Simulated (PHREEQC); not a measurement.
0.14 g of hydrous ferric oxide (600 m²/g; 0.2 weak and 0.005 strong sites per Fe, Dzombak-Morel constants, diffuse double layer) in 1 kg of water with 0.01 mol/kgw of an inert sodium salt and 0.0003 mol/kgw H3BO3 and 0.00037 mol/kgw CaCl2, at 25 °C; the pH is set by adding NaOH or the inert anion's acid. Oxygen alone is held at its pressure in air (log pO2 = -0.68). The system is closed to CO2. Precipitation was switched off in this run.

Model: ion-association model, wateq4f.dat, run in PHREEQC.

```json
[
 {"pH": "3", "B sorbed (%)": "0.0", "Ca sorbed (%)": "0.0", "surface charge σ (C/m²)": "0.328", "surface potential ψ (mV)": "201"},
 {"pH": "3.5", "B sorbed (%)": "0.0", "Ca sorbed (%)": "0.0", "surface charge σ (C/m²)": "0.280", "surface potential ψ (mV)": "195"},
 {"pH": "4", "B sorbed (%)": "0.0", "Ca sorbed (%)": "0.0", "surface charge σ (C/m²)": "0.221", "surface potential ψ (mV)": "183"},
 {"pH": "4.5", "B sorbed (%)": "0.1", "Ca sorbed (%)": "0.0", "surface charge σ (C/m²)": "0.165", "surface potential ψ (mV)": "169"},
 {"pH": "5", "B sorbed (%)": "0.1", "Ca sorbed (%)": "0.0", "surface charge σ (C/m²)": "0.117", "surface potential ψ (mV)": "151"},
 {"pH": "5.5", "B sorbed (%)": "0.1", "Ca sorbed (%)": "0.0", "surface charge σ (C/m²)": "0.080", "surface potential ψ (mV)": "131"},
 {"pH": "6", "B sorbed (%)": "0.1", "Ca sorbed (%)": "0.0", "surface charge σ (C/m²)": "0.052", "surface potential ψ (mV)": "110"},
 {"pH": "6.5", "B sorbed (%)": "0.1", "Ca sorbed (%)": "0.0", "surface charge σ (C/m²)": "0.032", "surface potential ψ (mV)": "86"},
 {"pH": "7", "B sorbed (%)": "0.1", "Ca sorbed (%)": "0.3", "surface charge σ (C/m²)": "0.018", "surface potential ψ (mV)": "61"},
 {"pH": "7.5", "B sorbed (%)": "0.1", "Ca sorbed (%)": "1.2", "surface charge σ (C/m²)": "0.009", "surface potential ψ (mV)": "36"},
 {"pH": "8", "B sorbed (%)": "0.1", "Ca sorbed (%)": "3.2", "surface charge σ (C/m²)": "0.003", "surface potential ψ (mV)": "12"},
 {"pH": "8.5", "B sorbed (%)": "0.1", "Ca sorbed (%)": "9.3", "surface charge σ (C/m²)": "-0.002", "surface potential ψ (mV)": "-7"},
 {"pH": "9", "B sorbed (%)": "0.0", "Ca sorbed (%)": "21.2", "surface charge σ (C/m²)": "-0.004", "surface potential ψ (mV)": "-15"}
]
```

Complexes and solids missing from the database can't appear. The oxide is taken as insoluble; below pH 4 it would dissolve.
